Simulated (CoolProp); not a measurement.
Values from CoolProp's reference Helmholtz-energy equation of state, Lemmon 2006. It is a short technical equation, of lower accuracy than the large ones.

Q: For carbonyl sulfide, give the phase and the density (kg/m³), cp (kJ/(kg K)), speed of sound (m/s), expansivity (1/kK) at 481.4 K and 249 bar.

A: 
- 481.4 K and 249 bar: supercritical; density 579, cp 1.48, speed of sound 362, expansivity 4.79
